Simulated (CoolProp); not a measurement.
20 sccm (0 °C, 1 atm) of nitrogen bubbles through liquid n-decane at 296.7 K and leaves saturated at a total pressure of 0.00408 MPa (ideal gas phase). Each further row changes one setting.

Values from CoolProp's reference Helmholtz-energy equation of state, Lemmon 2006. It is a short technical equation, of lower accuracy than the large ones.

```
case                        vapour pressure (kPa)  mole fraction of vapour  delivery (mg/min)  delivery (sccm)  change of delivery for a bath 1 K warmer (%)
--------------------------  ---------------------  -----------------------  -----------------  ---------------  --------------------------------------------
as stated                                   0.165                   0.0404               5.34            0.841                                           7.6
bath temperature 301.7 K                    0.232                   0.0570               7.67             1.21                                           7.4
total pressure 0.00816 MPa                  0.165                   0.0202               2.62            0.412                                           7.4
```
